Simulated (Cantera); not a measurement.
Input (Python, Cantera):

```python
import numpy as np
import cantera as ct

gas = ct.Solution("gri30.yaml")
gas.TPX = 600, 101325, {'H2': 1, 'O2': 0.278, 'N2': 1.04, 'H2O': 0.13}
inlet = ct.Reservoir(gas, clone=True)
gas.equilibrate("HP")  # start burning
reactor = ct.IdealGasConstPressureReactor(gas, energy="on", clone=False)
exhaust = ct.Reservoir(gas, clone=True)
tau = [0.046, 0.018, 0.0069, 0.0027, 0.001, 0.00041, 0.00016, 6.2e-05, 2.4e-05, 9.3e-06][0]
for a, b in ((inlet, reactor), (reactor, exhaust)):
    ct.MassFlowController(a, b, mdot=lambda t: reactor.mass / tau)
net = ct.ReactorNet([reactor])
show = ['H2', 'O2', 'H2O', 'NO', 'H2O2', 'NO2', 'N2O']

rows = []
print(f"{'tau/s':>10s}{'T/K':>9s}" + "".join(f"{s:>11s}" for s in show))
for tau in [0.046, 0.018, 0.0069, 0.0027, 0.001, 0.00041, 0.00016, 6.2e-05, 2.4e-05, 9.3e-06]:
    net.initial_time = 0.0
    net.advance(30 * tau)
    before = gas.X
    net.advance(40 * tau)
    drift = np.max(np.abs(gas.X - before) / (gas.X + 1e-9))
    rows.append([gas.T, *gas[show].X, drift])
    print(f"{tau:10.3e}{gas.T:9.1f}" + "".join(f"{x:11.3e}" for x in gas[show].X))
```

It prints:

```
     tau/s      T/K         H2         O2        H2O         NO       H2O2        NO2        N2O
 4.600e-02   2231.5  2.017e-01  4.415e-05  3.135e-01  3.884e-05  9.374e-09  2.576e-10  2.518e-09
 1.800e-02   2213.3  2.005e-01  8.397e-05  3.124e-01  3.211e-05  1.713e-08  2.194e-10  2.687e-09
 6.900e-03   2182.5  1.985e-01  1.654e-04  3.105e-01  2.669e-05  3.233e-08  1.900e-10  3.012e-09
 2.700e-03   2135.7  1.956e-01  3.267e-04  3.077e-01  2.276e-05  5.908e-08  1.731e-10  3.551e-09
 1.000e-03   2062.2  1.911e-01  6.730e-04  3.034e-01  1.989e-05  1.117e-07  1.716e-10  4.454e-09
 4.100e-04   1970.4  1.857e-01  1.271e-03  2.982e-01  1.772e-05  2.042e-07  1.832e-10  5.567e-09
 1.600e-04   1845.3  1.792e-01  2.455e-03  2.912e-01  1.459e-05  4.047e-07  1.947e-10  6.892e-09
 6.200e-05   1693.1  1.735e-01  4.912e-03  2.819e-01  1.011e-05  8.122e-07  1.829e-10  8.136e-09
 2.400e-05   1518.4  1.781e-01  1.151e-02  2.651e-01  5.380e-06  1.428e-06  1.468e-10  9.378e-09
 9.300e-06    600.0  4.085e-01  1.136e-01  5.310e-02  1.485e-20  5.527e-18  2.264e-21  1.991e-22
```

Model: GRI-Mech 3.0 (53 species, 325 reactions), integrated in Cantera.
